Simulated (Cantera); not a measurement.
**Adiabatic ignition**

An adiabatic, constant-pressure homogeneous reactor starts with CO : H₂ : CH₄ : O₂ : N₂ = 1 : 0.61 : 0.65 : 3.29 : 14.1 (molar parts), at 1200 K and 0.350 bar.

Detailed kinetics in Cantera: GRI-Mech 3.0 (53 species, 325 reactions).

```csv
t (s),T (K),x CO,x H₂,x CH₄,x O,x NO₂,x H,x HCN
3.00e-6,1200,0.0509,0.0310,0.0331,3.81e-10,<1e-12,3.54e-10,<1e-12
7.27e-6,1200,0.0509,0.0310,0.0331,7.85e-10,<1e-12,8.59e-10,<1e-12
1.76e-5,1200,0.0509,0.0310,0.0331,1.53e-9,<1e-12,2.05e-9,<1e-12
4.28e-5,1200,0.0509,0.0310,0.0331,2.95e-9,<1e-12,4.61e-9,<1e-12
0.000104,1200,0.0509,0.0310,0.0331,7.05e-9,<1e-12,1.25e-8,<1e-12
0.000251,1200,0.0509,0.0310,0.0331,4.08e-8,<1e-12,7.86e-8,<1e-12
0.000609,1200,0.0509,0.0310,0.0330,2.23e-6,<1e-12,4.73e-6,<1e-12
0.00148,1641,0.0706,0.0229,0.00281,0.00326,4.50e-11,0.00558,1.44e-7
0.00358,2244,0.0159,0.00366,<1e-12,0.00647,2.98e-8,0.00308,<1e-12
0.00868,2352,0.00919,0.00192,<1e-12,0.00316,2.17e-7,0.00104,1.42e-12
0.0211,2357,0.00870,0.00181,<1e-12,0.00294,5.90e-7,0.000937,1.89e-12
0.0510,2354,0.00861,0.00180,<1e-12,0.00286,1.32e-6,0.000919,2.69e-12
0.124,2349,0.00850,0.00178,<1e-12,0.00276,2.33e-6,0.000893,3.66e-12
0.300,2347,0.00843,0.00177,<1e-12,0.00270,2.91e-6,0.000878,4.16e-12
```
x: mole fraction; the columns are a selection and need not sum to one.

```yaml
time_of_steepest_temperature_rise: 1.48 ms
temperature at 0.300 s: 2347 K
equilibrium_temperature: 2346 K
x(CO) at 0.300 s: 0.00843 (gas-phase equilibrium 0.00843)
x(H₂) at 0.300 s: 0.00177 (gas-phase equilibrium 0.00177)
x(CH₄) at 0.300 s: <1e-12 (gas-phase equilibrium <1e-12)
```
